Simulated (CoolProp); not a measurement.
Saturation properties of toluene (Tc = 591.7 K, pc = 4.126 MPa, ω = 0.266).

Model: reference Helmholtz-energy equation of state, Lemmon 2006, in CoolProp. It is a short technical equation, of lower accuracy than the large ones.

```json
[
 {"T (K)": "382.7", "p (MPa)": "0.09835", "surface tension (mN/m)": "18.0", "vapour viscosity (µPa s)": "8.78"},
 {"T (K)": "399.2", "p (MPa)": "0.1541", "surface tension (mN/m)": "16.2", "vapour viscosity (µPa s)": "9.13"},
 {"T (K)": "415.8", "p (MPa)": "0.2323", "surface tension (mN/m)": "14.4", "vapour viscosity (µPa s)": "9.48"},
 {"T (K)": "432.4", "p (MPa)": "0.3379", "surface tension (mN/m)": "12.7", "vapour viscosity (µPa s)": "9.84"},
 {"T (K)": "449", "p (MPa)": "0.4766", "surface tension (mN/m)": "11.0", "vapour viscosity (µPa s)": "10.2"},
 {"T (K)": "465.6", "p (MPa)": "0.6545", "surface tension (mN/m)": "9.38", "vapour viscosity (µPa s)": "10.6"},
 {"T (K)": "482.2", "p (MPa)": "0.8781", "surface tension (mN/m)": "7.82", "vapour viscosity (µPa s)": "11.0"},
 {"T (K)": "498.8", "p (MPa)": "1.154", "surface tension (mN/m)": "6.32", "vapour viscosity (µPa s)": "11.5"},
 {"T (K)": "515.4", "p (MPa)": "1.491", "surface tension (mN/m)": "4.90", "vapour viscosity (µPa s)": "12.1"},
 {"T (K)": "532", "p (MPa)": "1.897", "surface tension (mN/m)": "3.57", "vapour viscosity (µPa s)": "12.7"},
 {"T (K)": "548.5", "p (MPa)": "2.380", "surface tension (mN/m)": "2.35", "vapour viscosity (µPa s)": "13.6"},
 {"T (K)": "565.1", "p (MPa)": "2.957", "surface tension (mN/m)": "1.26", "vapour viscosity (µPa s)": "14.9"}
]
```

It boils at 383.7 K under 1 atm.

Viscosity comes from a separate model (Avgeri 2015). Surface tension comes from a separate correlation (Mulero 2012).
